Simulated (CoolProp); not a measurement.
A simple Rankine cycle with water: condensing at 308.15 K, boiler at 0.0456 MPa, turbine inlet 357.2 K, turbine efficiency 0.75, pump efficiency 0.8, no recuperator. Each further row changes one setting.

The numbers come from the reference Helmholtz-energy equation of state, Wagner 2002 in CoolProp.

```tsv
case	thermal efficiency (%)	net work (kJ/kg)	heat in (kJ/kg)	turbine exit temperature (K)	volume ratio over the turbine
as stated	9.0	227	2500	308.1	6.62
turbine inlet 377.2 K	9.1	231	2540	308.1	6.36
condensing temperature 300.15 K	10.6	270	2540	300.2	10.1
boiler pressure 0.0319 MPa	7.5	189	2510	308.1	4.70
turbine efficiency 0.65	7.8	196	2500	308.1	6.71
```

The expansion ends wet for: as stated; turbine inlet 377.2 K; condensing temperature 300.15 K; boiler pressure 0.0319 MPa; turbine efficiency 0.65.
